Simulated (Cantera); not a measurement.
A closed system holds: 1 mol BN, 11 mol F2, 5.1 mol H2, 2.7 mol Cl2, equilibrated at 188 Torr.

Equilibrium computed with Cantera from the NASA thermochemical tables; the gas is ideal and each condensed phase is pure. Candidate condensed phases: B, BN, NH4Cl; 40 gas species. Equilibrium is a limit: real reactors are often held back by kinetics, nucleation or transport.

log p: log10 of the partial pressure in bar; nothing condenses.

| T (°C) | log p HF | log p ClF | log p F | log p F2 | log p BF3 | log p N2 |
|---|---|---|---|---|---|---|
| 650 | -0.87 | -1.15 | -2.23 | -1.72 | -1.88 | -2.19 |
| 700 | -0.88 | -1.15 | -2.01 | -1.77 | -1.88 | -2.19 |
| 750 | -0.88 | -1.16 | -1.83 | -1.84 | -1.89 | -2.19 |
| 800 | -0.89 | -1.16 | ___ | ___ | -1.89 | -2.20 |
| 850 | -0.89 | -1.17 | ___ | ___ | -1.90 | -2.20 |
| 900 | -0.90 | -1.17 | -1.50 | -2.26 | -1.90 | -2.21 |
| 950 | -0.90 | -1.18 | -1.45 | -2.46 | -1.91 | -2.21 |
| 1000 | -0.90 | -1.18 | -1.42 | -2.68 | -1.91 | -2.21 |
| 1050 | -0.90 | -1.18 | -1.40 | -2.90 | -1.91 | -2.21 |

Q: What belongs in the gaps?

A: 
- 800, log p F: -1.69
- 800, log p F2: -1.94
- 850, log p F: -1.58
- 850, log p F2: -2.09
